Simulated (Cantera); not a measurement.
Standard-state values (1 bar) from the NASA 1993 polynomials, evaluated with Cantera. Values are per mole of reaction as written; species without (g) are pure solids or liquids, kept so even where they would boil at 1 bar. ZrN: taken at fixed stoichiometry.

4 N2O(g) + 3 ZrO2 ⇌ 5 NO2(g) + 3 ZrN

```
T (K)  ΔH° (kJ)  ΔS° (J/K)  ΔG° (kJ)  log10 K          condensed phases
-----  --------  ---------  --------  -------  ------------------------
523      2035.6      272.7    1893.0  -189.06  ZrO2(monoclinic), ZrN(s)
673         [?]        [?]       [?]      [?]  ZrO2(monoclinic), ZrN(s)
823      2028.0      261.1    1813.1  -115.07  ZrO2(monoclinic), ZrN(s)
973      2024.0      256.7    1774.3   -95.25  ZrO2(monoclinic), ZrN(s)
1123     2020.3      253.1    1736.0   -80.75  ZrO2(monoclinic), ZrN(s)
1273     2016.4      249.9    1698.3   -69.68  ZrO2(monoclinic), ZrN(s)
1423        [?]        [?]       [?]      [?]  ZrO2(monoclinic), ZrN(s)
1573     1992.5      233.5    1625.3   -53.97  ZrO2(tetragonal), ZrN(s)
1723        [?]        [?]       [?]      [?]  ZrO2(tetragonal), ZrN(s)
1873     1991.6      232.9    1555.4   -43.38  ZrO2(tetragonal), ZrN(s)
2023     1992.0      233.1    1520.4   -39.26  ZrO2(tetragonal), ZrN(s)
```

Task: Fill in the missing entries.

Result: 
- 673, ΔH° (kJ): 2031.7
- 673, ΔS° (J/K): 266.1
- 673, ΔG° (kJ): 1852.6
- 673, log10 K: -143.79
- 1423, ΔH° (kJ): 2012.5
- 1423, ΔS° (J/K): 247.0
- 1423, ΔG° (kJ): 1661.0
- 1423, log10 K: -60.97
- 1723, ΔH° (kJ): 1991.8
- 1723, ΔS° (J/K): 233.0
- 1723, ΔG° (kJ): 1590.3
- 1723, log10 K: -48.21
